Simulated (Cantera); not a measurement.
Carbothermic reduction: MgO + CO + C

Input: 1 mol MgO, 8.5 mol CO, 0.62 mol C.

These are equilibrium values from Cantera (NASA tables, ideal gas, pure condensed phases), not measurements of a reactor. Candidate condensed phases: C, Mg, MgCO3, MgO; 15 gas species. Kinetics and transport are ignored.

Stable condensed phases:

```
T in K \ P in Pa
              10      68     460    3200   22000  150000 1000000
   2100        A       A       B       B       B       B       C
   2075        A       A       B       B       B       B       C
   2050        A       A       B       B       B       B       C
   2025        A       A       B       B       B       B       C
   2000        A       A       B       B       B       C       C
   1975        A       B       B       B       B       C       C
   1950        A       B       B       B       B       C       C
   1925        A       B       B       B       B       C       C
   1900        A       B       B       B       B       C       C
   1875        A       B       B       B       B       C       C
   1850        B       B       B       B       B       C       C
   1825        B       B       B       B       B       C       C
```

A: gas only; B: MgO; C: C + MgO.
